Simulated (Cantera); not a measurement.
Thermodynamics of boron, boron nitride and boron oxide, feed B + O2

Feed: 1 mol B, 0.13 mol O2, at 2248 K and 0.000190 bar.

These are equilibrium values from Cantera (NASA tables, ideal gas, pure condensed phases), not measurements of a reactor. Candidate condensed phases: B, B2O3; 10 gas species. Kinetics and transport are ignored.

```yaml
x(BO): 0.908
x(B2O2): 0.0416
x(B): 0.0274
x(B2O): 0.0232
x(B2O3): 5.39e-5
x(BO2): 2.86e-6
x(B2): 1.54e-6
n(B(s)): 0.727 mol
gas_amount: 0.2563 mol
```
